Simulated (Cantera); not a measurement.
Input: 1 mol CHF₃, 0.19 mol CH₄, at 10000 Pa.

Cantera equilibrium calculation (NASA polynomials, part measured and part estimated; ideal gas, pure solids and liquids). Candidate condensed phases: C, C₆H₆, C₇H₈, C₈H₁₈; 95 gas species. Gases not in the tables: C₂F₆ and larger saturated fluorocarbons. The numbers say what is thermodynamically allowed, not how fast it happens.

Problem. At 2025 K, list the 6 most abundant gas species with their mole fractions, and the condensed phases.

Solution. HF 0.840, CF₄ 0.138, CF₂ 0.0160, F 0.00490, CF₃ 0.00138, CF 2.57e-5. Condensed: C(graphite).
